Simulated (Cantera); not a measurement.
## Low-pressure radical oxidation in H2/O2

A perfectly stirred reactor is fed with 6.09 % H₂, 84.6 % O₂, 9.31 % N₂, equivalence ratio 0.036, at 0.0263 atm; it is held at 1473 K, and followed from long to short residence time.

Cantera simulation using the H2/O2 subset of GRI-Mech 3.0, which has no nitrogen chemistry; the numbers are that mechanism's predictions, not measurements. Radical loss at walls, strong at low pressure, is not modelled. The temperature is held fixed by assumption; the heat of reaction is taken as removed at once.

```
τ (s)        x H₂   x O₂    x HO₂   x H₂O₂       x H      x O
-------  --------  -----  -------  -------  --------  -------
3.1       5.74e-5  0.839  5.77e-7  2.24e-8   4.52e-5  0.00134
1.1      0.000111  0.838  9.25e-7  3.20e-8  0.000125  0.00265
0.40     0.000209  0.835  1.39e-6  4.37e-8  0.000330  0.00505
0.14     0.000387  0.830  1.98e-6  5.79e-8  0.000852  0.00949
0.050    0.000671  0.823  2.56e-6  7.19e-8   0.00194   0.0164
0.018     0.00107  0.814  3.04e-6  8.35e-8   0.00372   0.0252
0.0064    0.00163  0.805  3.34e-6  9.23e-8   0.00573   0.0331
0.0023    0.00258  0.801  3.53e-6  1.01e-7   0.00728   0.0370
0.00081   0.00485  0.801  3.67e-6  1.15e-7   0.00837   0.0363
0.00029    0.0103  0.805  3.71e-6  1.33e-7   0.00885   0.0310
```
x: mole fraction; the columns are a selection and need not sum to one.
